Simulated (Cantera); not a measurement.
Input (Python, Cantera):

```python
import numpy as np
import cantera as ct

gas = ct.Solution("gri30.yaml")
gas.TPX = 1575, 350, {'CH4': 1, 'H2': 8.3}
inlet = ct.Reservoir(gas, clone=True)

reactor = ct.IdealGasConstPressureReactor(gas, energy="off", clone=False)
exhaust = ct.Reservoir(gas, clone=True)
tau = [1.5, 0.68, 0.32, 0.15, 0.068, 0.032, 0.015, 0.0069, 0.0032, 0.0015, 0.00069][0]
for a, b in ((inlet, reactor), (reactor, exhaust)):
    ct.MassFlowController(a, b, mdot=lambda t: reactor.mass / tau)
net = ct.ReactorNet([reactor])
show = ['CH4', 'H2', 'CH2', 'C2H2', 'C2H', 'H', 'C2H4']

rows = []
print(f"{'tau/s':>10s}{'T/K':>9s}" + "".join(f"{s:>11s}" for s in show))
for tau in [1.5, 0.68, 0.32, 0.15, 0.068, 0.032, 0.015, 0.0069, 0.0032, 0.0015, 0.00069]:
    net.initial_time = 0.0
    net.advance(30 * tau)
    before = gas.X
    net.advance(40 * tau)
    drift = np.max(np.abs(gas.X - before) / (gas.X + 1e-9))
    rows.append([gas.T, *gas[show].X, drift])
    print(f"{tau:10.3e}{gas.T:9.1f}" + "".join(f"{x:11.3e}" for x in gas[show].X))
```

It prints:

```
     tau/s      T/K        CH4         H2        CH2       C2H2        C2H          H       C2H4
 1.500e+00   1575.0  9.106e-02  9.008e-01  1.727e-07  6.756e-03  7.038e-09  3.208e-04  3.683e-04
 6.800e-01   1575.0  1.008e-01  8.956e-01  1.347e-07  2.424e-03  2.099e-09  2.651e-04  3.410e-04
 3.200e-01   1575.0  1.056e-01  8.931e-01  6.977e-08  4.824e-04  2.864e-10  1.813e-04  1.972e-04
 1.500e-01   1575.0  1.071e-01  8.925e-01  1.994e-08  3.574e-05  1.092e-11  9.320e-05  5.098e-05
 6.800e-02   1575.0  1.074e-01  8.924e-01  4.213e-09  1.325e-06  1.823e-13  4.199e-05  6.597e-06
 3.200e-02   1575.0  1.075e-01  8.925e-01  9.389e-10  5.343e-08  3.448e-15  1.969e-05  7.567e-07
 1.500e-02   1575.0  1.075e-01  8.925e-01  2.065e-10  2.237e-09  6.775e-17  9.239e-06  8.031e-08
 6.900e-03   1575.0  1.075e-01  8.925e-01  4.330e-11  9.149e-11  1.280e-18  4.268e-06  7.840e-09
 3.200e-03   1575.0  1.075e-01  8.925e-01  9.080e-12  3.970e-12  2.599e-20  1.998e-06  7.680e-10
 1.500e-03   1575.0  1.075e-01  8.925e-01  1.891e-12  1.789e-13  5.590e-22  9.538e-07  7.545e-11
 6.900e-04   1575.0  1.075e-01  8.925e-01  3.602e-13  7.148e-15  1.065e-23  4.549e-07  6.624e-12
```

Computed with Cantera and GRI-Mech 3.0 (53 species, 325 reactions). GRI-Mech 3.0 stops at C3 and has no aromatics, soot or wall deposition, so with more carbon than oxygen in the feed, carbon stays in small species such as C2H2 where larger ones or solid carbon would form. Radical loss at walls, strong at low pressure, is not modelled.
